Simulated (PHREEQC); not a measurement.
Dissolve 0.042 mol/kgw HCl, 0.0011 mol/kgw Li2SO4 and 0.0044 mol/kgw MnSO4 at 20 °C. Closed to the air; pH follows from the charge balance.

Equilibrium calculation in PHREEQC: ion-association model, wateq4f.dat.

```tsv
quantity	before	after
pH	1.48	1.49
ionic strength (mol/kgw)	0.0548	0.0536
Mn+2 (mol/kgw)	0.00383	0.00383
HSO4- (mol/kgw)	0.00322	0.00382
SO4-2 (mol/kgw)	0.00201	0.00140
MnCl+ (mol/kgw)	0.000303	0.000295
```

Question: Name the change that produced these shifts.
A. Li2SO4 left out
B. MnSO4 from 0.0044 to 0.00044 mol/kgw
C. diluted 10-fold with water
D. temperature from 20 to 45 °C

Answer: D, temperature from 20 to 45 °C

No solid was allowed to form. Away from 25 °C the constants follow the database's enthalpies or fits; those with neither stay at their 25 °C values.
